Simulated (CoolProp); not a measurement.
Vapour-liquid equilibrium of acetone (1) + p-xylene (2) at 0.41 MPa; x and y are mole fractions of (1).

Computed with CoolProp (multi-fluid Helmholtz-energy mixture model, Lemmon 2006 and Zhou 2012; pair parameters Bell 2016).

Give the bubble temperature and the first vapour's composition at x = 0.45, 0.65, 0.75. Is there an azeotrope?

x = 0.45: 401.4 K, y = 0.863; x = 0.65: 390.8 K, y = 0.925; x = 0.75: 386.6 K, y = 0.949. No azeotrope shows between x = 0.05 and 0.95.

Pair parameters are fitted to limited data, so mixtures are less certain than the pure fluids.
